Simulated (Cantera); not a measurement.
Input (Python, Cantera) and output of one run.

```python
import numpy as np
import cantera as ct

gas_names = """
    C CN CO CO2 C2 CCN CNC C2N2 C2O C3 C3O2 C4 C4N2 C5 Cu CuO Cu2 N NCO NO NO2 NO3 N2 N2O O O2 O3
""".split()
cond_names = """
    C(gr) Cu(cr) Cu(L) CuO(s) Cu2O(s) Cu2O(L)
""".split()


# ... load() reads the species with a 1 bar reference pressure and builds the phases ...
atoms = {
    'Cu': {'Cu': 1},
    'CO2': {'C': 1, 'O': 2},
    'N2': {'N': 2},
}
top_T = {'C(gr)': 4500, 'CuO(s)': 1390}  # K; cautious upper limits of use, not melting points


# ... equilibrate(T, P, feed) seeds the gas with the atoms and calls Mixture.equilibrate('TP', solver="vcs", rtol=1e-11, max_steps=5000) ...
results = []
feed = {'Cu': 1, 'CO2': 0.044, 'N2': 29}  # mol
P = 1100000  # Pa
for T in [800, 1000, 1200, 1400, 1600, 1800, 2000]:
    mix = equilibrate(T, P, feed)
    results.append((T, P, feed, dict(zip(mix.species_names, mix.species_moles))))

top = {s: max(r[3][s] / sum(r[3][g] for g in gas_names) for r in results) for s in gas_names}
cols = sorted((s for s in top if top[s] > 1e-05), key=lambda s: -top[s])[:6]
seen = [c for c in cond_names if any(r[3].get(c, 0) > 1e-12 for r in results)]
print("log10 of partial pressures in bar; condensed amounts in mol")
print(f"{'T/K':>10s}" + "".join(f"{s[:9]:>10s}" for s in cols + seen))
for T, P, feed, n in results:
    ng = sum(n[g] for g in gas_names)
    print(f"{T:10.4g}" + "".join(f"{np.log10(max(n[s] / ng * P / 1e5, 1e-99)):10.3f}" for s in cols)
          + "".join(f"{n.get(c, 0):10.4g}" for c in seen))
```

It prints:

```
log10 of partial pressures in bar; condensed amounts in mol
       T/K        N2       CO2        Cu        CO        NO        O2    Cu(cr)     Cu(L)   Cu2O(s)
       800     1.041    -1.778   -15.172    -8.501   -11.975   -14.377         1         0 8.335e-09
      1000     1.041    -1.778   -10.807    -7.004    -8.583    -9.979         1         0 2.541e-07
      1200     1.041    -1.778    -7.911    -6.001    -6.333    -7.070         1         0 9.564e-07
      1400     1.041    -1.779    -5.870    -4.925    -5.091    -5.724         0         1         0
      1600     1.041    -1.781    -4.401    -4.057    -4.227    -4.849         0    0.9999         0
      1800     1.041    -1.789    -3.266    -3.387    -3.559    -4.178         0    0.9986         0
      2000     1.041    -1.816    -2.366    -2.863    -3.036    -3.663         0    0.9885         0
```

Equilibrium computed with Cantera from the NASA thermochemical tables; the gas is ideal and each condensed phase is pure.
